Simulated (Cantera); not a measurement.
Cantera run:

```python
import numpy as np
import cantera as ct

gas_names = """
    H HNO HNO2 HNO3 HO2 H2 H2O H2O2 N NH NH2 NH3 NH2OH NO NO2 NO3 N2 N2H2 N2H4 N2O O OH O2 O3
""".split()
cond_names = """
    H2O(s) H2O(L)
""".split()


# ... load() reads the species with a 1 bar reference pressure and builds the phases ...
atoms = {
    'NH3': {'N': 1, 'H': 3},
    'O2': {'O': 2},
}
top_T = {}  # K; cautious upper limits of use, not melting points


# ... equilibrate(T, P, feed) seeds the gas with the atoms and calls Mixture.equilibrate('TP', solver="vcs", rtol=1e-11, max_steps=5000) ...
results = []
feed = {'NH3': 1, 'O2': 3.3}  # mol
T = 1698.15  # K
for P in [10, 120, 1400, 17000, 210000, 2500000, 30000000]:
    mix = equilibrate(T, P, feed)
    results.append((T, P, feed, dict(zip(mix.species_names, mix.species_moles))))

top = {s: max(r[3][s] / sum(r[3][g] for g in gas_names) for r in results) for s in gas_names}
cols = sorted((s for s in top if top[s] > 1e-06), key=lambda s: -top[s])[:9]
seen = [c for c in cond_names if any(r[3].get(c, 0) > 1e-12 for r in results)]
print("log10 of partial pressures in bar; condensed amounts in mol")
print(f"{'P/Pa':>10s}" + "".join(f"{s[:9]:>10s}" for s in cols + seen))
for T, P, feed, n in results:
    ng = sum(n[g] for g in gas_names)
    print(f"{P:10.4g}" + "".join(f"{np.log10(max(n[s] / ng * P / 1e5, 1e-99)):10.3f}" for s in cols)
          + "".join(f"{n.get(c, 0):10.4g}" for c in seen))
```

Output:

```
log10 of partial pressures in bar; condensed amounts in mol
      P/Pa        O2       H2O        N2        OH         O        NO        H2         H       NO2
        10    -4.257    -4.491    -4.964    -6.085    -6.486    -6.760    -7.068    -7.373   -11.050
       120    -3.175    -3.407    -3.884    -5.272    -5.946    -5.679    -6.525    -7.102    -9.428
      1400    -2.107    -2.338    -2.817    -4.471    -5.412    -4.612    -5.990    -6.834    -7.826
   1.7e+04    -1.022    -1.253    -1.732    -3.657    -4.869    -3.527    -5.447    -6.563    -6.199
   2.1e+05     0.070    -0.160    -0.640    -2.838    -4.323    -2.435    -4.901    -6.289    -4.562
   2.5e+06     1.146     0.916     0.435    -2.031    -3.785    -1.359    -4.362    -6.020    -2.948
     3e+07     2.225     1.995     1.514    -1.222    -3.246    -0.280    -3.823    -5.751    -1.329
```

Cantera equilibrium calculation (NASA polynomials, part measured and part estimated; ideal gas, pure solids and liquids). The ideal-gas law is rough above about 30 bar.
